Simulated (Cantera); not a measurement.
## Adiabatic ignition

An adiabatic, constant-pressure homogeneous reactor starts with CH4 : O2 : N2 = 1 : 1 : 5.8 (molar parts), equivalence ratio 2.0, at 1000 K and 4.93 atm.

Cantera simulation using GRI-Mech 3.0 (53 species, 325 reactions); the numbers are that mechanism's predictions, not measurements.

| t (s) | T (K) | x CH4 | x O2 | x N2O | x HO2 | x NO2 | x H2 | x CO |
|---|---|---|---|---|---|---|---|---|
| 7.00e-6 | 1000 | 0.128 | 0.128 | <1e-12 | 2.76e-10 | <1e-12 | <1e-12 | <1e-12 |
| 2.18e-5 | 1000 | 0.128 | 0.128 | <1e-12 | 8.57e-10 | <1e-12 | <1e-12 | <1e-12 |
| 6.79e-5 | 1000 | 0.128 | 0.128 | <1e-12 | 2.64e-9 | <1e-12 | 2.03e-12 | <1e-12 |
| 0.000211 | 1000 | 0.128 | 0.128 | <1e-12 | 7.99e-9 | <1e-12 | 2.01e-11 | <1e-12 |
| 0.000658 | 1000 | 0.128 | 0.128 | <1e-12 | 2.27e-8 | <1e-12 | 2.58e-10 | 2.25e-12 |
| 0.00205 | 1000 | 0.128 | 0.128 | <1e-12 | 5.30e-8 | <1e-12 | 4.61e-9 | 9.88e-11 |
| 0.00638 | 1000 | 0.128 | 0.128 | <1e-12 | 7.52e-8 | <1e-12 | 6.93e-8 | 5.35e-9 |
| 0.0199 | 1000 | 0.128 | 0.128 | 1.70e-12 | 9.64e-8 | <1e-12 | 4.16e-7 | 1.25e-7 |
| 0.0619 | 1000 | 0.128 | 0.128 | 8.01e-12 | 1.81e-7 | <1e-12 | 2.34e-6 | 1.92e-6 |
| 0.193 | 1002 | 0.128 | 0.128 | 6.49e-11 | 7.17e-7 | <1e-12 | 2.95e-5 | 4.58e-5 |
| 0.600 | 1877 | 2.92e-5 | 1.25e-9 | 5.69e-11 | 1.65e-12 | <1e-12 | 0.131 | 0.0963 |
x: mole fraction; the columns are a selection and need not sum to one.

| Property | Result |
|---|---|
| time of steepest temperature rise | 0.373 s |
| temperature at 0.600 s | 1877 K |
| equilibrium temperature | 1876 K |
| x(CH4) at 0.600 s | 2.92e-5 (gas-phase equilibrium 6.57e-9) |
| x(O2) at 0.600 s | 1.25e-9 (gas-phase equilibrium 1.25e-9) |
| x(N2O) at 0.600 s | 5.69e-11 (gas-phase equilibrium 4.40e-11) |
